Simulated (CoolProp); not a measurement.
Computed with CoolProp (reference Helmholtz-energy equation of state, Thol 2012).

Question: For benzene, give the phase and the Z, cp (kJ/(kg K)), Joule-Thomson coefficient (K/MPa), viscosity (µPa s) at 322.2 K and 1.01 bar; 338.1 K and 1.01 bar.

Answer: 
- 322.2 K and 1.01 bar: liquid; Z 0.00347, cp 1.80, Joule-Thomson coefficient -0.384, viscosity 444
- 338.1 K and 1.01 bar: liquid; Z 0.00338, cp 1.85, Joule-Thomson coefficient -0.357, viscosity 373

Viscosity comes from a separate model (Avgeri 2014).
